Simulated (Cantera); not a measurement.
A closed system holds: 1 mol Pb, 0.94 mol CO, 0.44 mol H2, equilibrated at 100000 Pa.

Method: chemical equilibrium by Gibbs-energy minimisation in Cantera with the NASA 1993 tables (ideal gas, pure condensed phases). Candidate condensed phases: C, C6H6, C7H8, C8H18, H2O, Pb, PbO, PbO2, Pb3O4; 113 gas species. Equilibrium is a limit: real reactors are often held back by kinetics, nucleation or transport. All values below are at 1225 K.

Base state: CO 0.672, H2 0.315, CO2 0.00605, H2O 0.00417, CH4 0.00131, Pb 0.000935 (mole fractions); condensed: C(graphite) + Pb(l).

Q: What changes in the equilibrium state with this change: CO from 0.94 to 0.16 mol?

A: 
| species | before | after |
|---|---|---|
| H2 | 0.315 | 0.725 |
| CO | 0.672 | 0.263 |
| CH4 | 0.00131 | 0.00568 |
| CO2 | 0.00605 | 0.00112 |
| Pb | 0.000935 | 0.000935 |
| H2O | 0.00417 | 0.00455 |
| C(graphite), mol | 0.0122 | 0 |
| Pb(l), mol | 0.999 | 0.999 |
